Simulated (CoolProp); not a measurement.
Toluene at several states: density (kg/m³) from the reference equation and from simpler models built on Tc = 591.7 K, pc = 41.26 bar, ω = 0.266; each cubic takes its own stable root.

Values from CoolProp's reference Helmholtz-energy equation of state, Lemmon 2006. It is a short technical equation, of lower accuracy than the large ones.

```
T (K)  p (bar)   phase  reference  van der Waals  Peng-Robinson
-----  -------  ------  ---------  -------------  -------------
501.8      126  liquid      677.0          439.7          686.0
353.3     10.3  liquid        ___          479.3            ___
602.3     10.5     gas      21.30            ___          21.36
```

### Question
Some entries are withheld; supply them.

### Answer

- 353.3, reference: 810.8
- 353.3, Peng-Robinson: 819.7
- 602.3, van der Waals: 20.94
